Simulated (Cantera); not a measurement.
**Equilibrium for carbon deposition, reforming and gasification: toluene + O₂ + H₂**

Input: 1 mol toluene, 0.091 mol O₂, 3.4 mol H₂, held at 2173 K and 10.0 Torr.

Equilibrium computed with Cantera from the NASA thermochemical tables; the gas is ideal and each condensed phase is pure. Candidate condensed phases: C, C₆H₆, C₇H₈, C₈H₁₈, H₂O; 110 gas species. Equilibrium is a limit: real reactors are often held back by kinetics, nucleation or transport.

```json
{
 "x(H₂)": "0.934",
 "x(H)": "0.0404",
 "x(CO)": "0.0235",
 "x(C₂H₂ (acetylene))": "0.00206",
 "x(CH₄)": "3.24e-6",
 "x(C₂H)": "2.86e-6",
 "x(CH₃)": "2.70e-6",
 "x(C₄H₂)": "1.85e-6",
 "n(C(graphite))": "6.79 mol",
 "gas_amount": "7.738 mol"
}
```
